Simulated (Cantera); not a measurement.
# Equilibrium for nitride etching: AlN + NF₃ + H₂

Charge: 1 mol AlN, 5.1 mol NF₃, 12 mol H₂, at 1252 °C.

These are equilibrium values from Cantera (NASA tables, ideal gas, pure condensed phases), not measurements of a reactor. Candidate condensed phases: Al, AlF₃, AlN; 29 gas species. The tables' values for AlF₂ are old estimates; treat these amounts as uncertain. Equilibrium is a limit: real reactors are often held back by kinetics, nucleation or transport.

From 1.00 Pa to 1.00 bar nothing is condensed. The main Al-bearing gas is AlF₃ throughout.

| P (Pa) | x HF | x H₂ | x N₂ | x AlF₃ | x AlF |
|---|---|---|---|---|---|
| 1 | 0.561 | 0.254 | 0.136 | 0.0377 | 0.00386 |
| 4.20 | 0.556 | 0.260 | 0.137 | 0.0421 | 0.00106 |
| 18 | 0.555 | 0.262 | 0.137 | 0.0439 | 0.000262 |
| 75 | 0.554 | 0.263 | 0.137 | 0.0445 | 6.42e-5 |
| 320 | 0.554 | 0.263 | 0.137 | 0.0448 | 1.52e-5 |
| 1300 | 0.554 | 0.263 | 0.137 | 0.0449 | 3.75e-6 |
| 5600 | 0.554 | 0.263 | 0.137 | 0.0449 | 8.70e-7 |
| 24000 | 0.554 | 0.264 | 0.137 | 0.0448 | 2.03e-7 |
| 100000 | 0.554 | 0.264 | 0.137 | 0.0443 | 4.81e-8 |
x: gas mole fraction; nothing condenses.
